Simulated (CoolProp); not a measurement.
Computed with CoolProp (reference Helmholtz-energy equation of state, Lemmon 2006). It is a short technical equation, of lower accuracy than the large ones.

Problem. Give the vapour pressure (MPa), liquid density (kg/m³), vapour Z, surface tension (mN/m) of saturated C2F6 (R116) at 234.1, 249.1, 254.1 K.

Solution. 
```csv
T (K),p (MPa),liquid density (kg/m³),vapour Z,surface tension (mN/m)
234.1,0.559,1410,0.850,5.94
249.1,0.924,1320,0.785,4.13
254.1,1.08,1290,0.759,3.56
```

Surface tension comes from a separate correlation (Mulero 2012).
